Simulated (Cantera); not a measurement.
Feed: 1 mol CsOH, 1.3 mol H₂O, held at 1.00 Torr.

Equilibrium computed with Cantera from the NASA thermochemical tables; the gas is ideal and each condensed phase is pure. Candidate condensed phases: Cs, CsOH, H₂O; 15 gas species. Kinetics and transport are ignored.

### Question
At 1223 K, list the 4 most abundant gas species with their mole fractions, and the condensed phases.

### Answer
H₂O 0.565, CsOH 0.434, Cs 0.000846, O₂ 0.000220. Condensed: gas only.
